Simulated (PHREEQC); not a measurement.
Acid mine or pickling water: an equilibrium model

Model water analysis in mg/L, 20 °C, pH 2.93, pe 8.9: Na 498; K 19.4; Ca 195; Mg 441; Cl 581; S(6) as SO4 2510; Fe(3) 0.557; Si as SiO2 12; B 0.472.

Cl is adjusted to close the charge balance.
Valence states are taken as typed.

All values are PHREEQC results (ion-association model, phreeqc.dat), not measurements.

```yaml
ionic_strength: 0.0845 mol/kgw
specific_conductance: 5000 µS/cm
density: 1.002 g/cm³
total_alkalinity: -2.29 meq/kg
```

```csv
species,molality,activity,log γ
Na+,0.0211,0.0168,-0.099
Cl-,0.0183,0.0143,-0.108
SO4-2,0.0166,0.00657,-0.402
Mg+2,0.0116,0.00497,-0.369
MgSO4,0.00659,0.00672,0.008
Ca+2,0.00335,0.00138,-0.384
CaSO4,0.00152,0.00155,0.008
H+,0.00141,0.00118,-0.079
HSO4-,0.000851,0.000674,-0.101
NaSO4-,0.000669,0.000535,-0.097
K+,0.000479,0.000372,-0.109
```

Precipitation was switched off in this run. Saturation is exceeded, for instance for Hematite (slow to form), Goethite (slow to form); the values hold only as long as no solid forms.
